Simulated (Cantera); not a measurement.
Feed: 1 mol Si, 4.8 mol HCl, 2.7 mol H2, held at 327 °C and 2.80 bar.

Method: chemical equilibrium by Gibbs-energy minimisation in Cantera with the NASA 1993 tables (ideal gas, pure condensed phases). Candidate condensed phases: Si; 19 gas species. Equilibrium is a limit: real reactors are often held back by kinetics, nucleation or transport.

Base state: H2 0.723, SiCl4 0.154, HCl 0.123, SiHCl3 2.48e-5 (mole fractions); condensed: gas only.

Task: What changes in the equilibrium state with this change: HCl from 4.8 to 0.81 mol?

Result: 
| species | before | after |
|---|---|---|
| H2 | 0.723 | 0.928 |
| SiHCl3 | 2.48e-5 | 0.0375 |
| SiCl4 | 0.154 | 0.0327 |
| HCl | 0.123 | 2.22e-5 |
| SiH2Cl2 | <1e-9 | 0.00216 |
| SiH3Cl | <1e-9 | 2.42e-5 |
| Si(s), mol | 0 | 0.763 |

Task: What changes in the equilibrium state with this change: HCl from 4.8 to 0.54 mol?

Result: 
```tsv
species	before	after
H2	0.723	0.948
SiHCl3	2.48e-5	0.0281
SiCl4	0.154	0.0219
HCl	0.123	2.03e-5
SiH2Cl2	<1e-9	0.00181
SiH3Cl	<1e-9	2.27e-5
Si(s), mol	0	0.841
```
